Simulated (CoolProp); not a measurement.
Properties of ammonia at several states.

The numbers come from the reference Helmholtz-energy equation of state, Gao 2020 in CoolProp.

| T (K) | p (kPa) | phase | Joule-Thomson coefficient (K/MPa) | viscosity (µPa s) |
|---|---|---|---|---|
| 317.5 | 5050 | liquid | ___ | 112 |
| 246 | 1720 | liquid | ___ | 236 |
| 651.6 | 66 | gas | ___ | ___ |

Some entries are withheld; supply them.


- 317.5, Joule-Thomson coefficient (K/MPa): -0.03242
- 246, Joule-Thomson coefficient (K/MPa): -0.1805
- 651.6, Joule-Thomson coefficient (K/MPa): 2.703
- 651.6, viscosity (µPa s): 23.6

Viscosity comes from a separate model (Fenghour 1995).
